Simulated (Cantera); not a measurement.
Feed: 1 mol SiO2, 0.44 mol CH4, 2.8 mol N2, held at 54.0 Torr.

Method: chemical equilibrium by Gibbs-energy minimisation in Cantera with the NASA 1993 tables (ideal gas, pure condensed phases). Candidate condensed phases: C, C6H6, C7H8, C8H18, H2O, Si, SiC, SiO2, Si2N2O, Si3N4; 151 gas species. N2 is the only nitrogen source here; it is nearly inert below about 1500 K, so the nitride shown seldom forms there in practice. Mutual solubility and eutectic melting of coexisting phases are not modelled. The tables hold silica as quartz up to 1696 K and as liquid above; real silica turns to tridymite and cristobalite and melts near 1996 K. The numbers say what is thermodynamically allowed, not how fast it happens.

**Question.** What share of the Si ends up in condensed phases as a function of T (°C), at 852, 927, 1002, 1077, 1152, 1227, 1302, 1377, 1452, 1527, 1602, 1677, 1752?

**Answer.** 
```csv
T (°C),Si condensed (%),as
852,100.0,SiO2(β-quartz) + Si2N2O(s)
927,100.0,SiO2(β-quartz) + Si2N2O(s)
1002,100.0,SiO2(β-quartz) + Si2N2O(s)
1077,100.0,SiO2(β-quartz) + Si2N2O(s)
1152,100.0,SiO2(β-quartz) + Si2N2O(s)
1227,100.0,SiO2(β-quartz) + Si2N2O(s)
1302,99.8,SiO2(β-quartz) + Si2N2O(s)
1377,98.7,SiO2(β-quartz) + Si2N2O(s)
1452,93.6,SiO2(condensed) + Si2N2O(s)
1527,70.7,SiO2(condensed) + Si2N2O(s)
1602,55.9,SiO2(condensed)
1677,55.6,SiO2(condensed)
1752,54.6,SiO2(l)
```
